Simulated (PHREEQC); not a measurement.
1 kg of water holding 0.17 mol NaHCO3 and 0.077 mol Na2SO4 is evaporated at 25 °C; the solids stay in contact with the brine. No CO2 enters from the air. Only these solids could form: Burkeite, Mirabilite, Nahcolite, Natron, Thenardite, Trona.

Computed with PHREEQC (Pitzer model, pitzer.dat).

Q: Predict ionic strength, Nahcolite (mol) at water left (kg) = 0.07805, 0.01636.

A: 
| water left (kg) | ionic strength | Nahcolite (mol) |
|---|---|---|
| 0.07805 | 3.97 | 0.0922 |
| 0.01636 | 7.19 | 0.156 |

Species that the database lacks are ignored.
